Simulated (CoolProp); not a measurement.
Properties of R227EA along the isobar 3100 kPa.

Computed with CoolProp (reference Helmholtz-energy equation of state, Lemmon 2016).

```tsv
T (K)	phase	density (kg/m³)	cp (kJ/(kg K))	isothermal compressibility (1/MPa)	expansivity (1/kK)	fugacity coefficient
185.7	liquid	1773	0.9660	0.0009679	1.605	0.0004113
199.1	liquid	1734	0.9834	0.001129	1.675	0.001306
212.6	liquid	[?]	1.002	0.001330	1.757	0.003498
226.1	liquid	[?]	1.021	0.001580	1.851	0.008103
239.6	liquid	1612	1.041	0.001897	1.961	0.01667
253	liquid	1569	1.064	0.002301	2.090	0.03096
266.5	liquid	1524	1.089	0.002833	2.247	0.05322
280	liquid	1476	1.117	0.003548	2.445	0.08534
293.5	liquid	1426	1.148	0.004546	2.701	0.1290
306.9	liquid	1372	[?]	0.005996	3.044	0.1848
320.4	liquid	1313	1.230	0.008287	3.537	0.2538
333.9	liquid	1246	1.288	0.01226	4.300	0.3352
347.4	liquid	1166	1.376	0.02039	5.654	0.4272
360.8	liquid	1062	1.550	0.04329	8.828	0.5259
```

Problem. Fill in the missing entries.

Solution. 
- 212.6, density (kg/m³): 1695
- 226.1, density (kg/m³): 1654
- 306.9, cp (kJ/(kg K)): 1.185
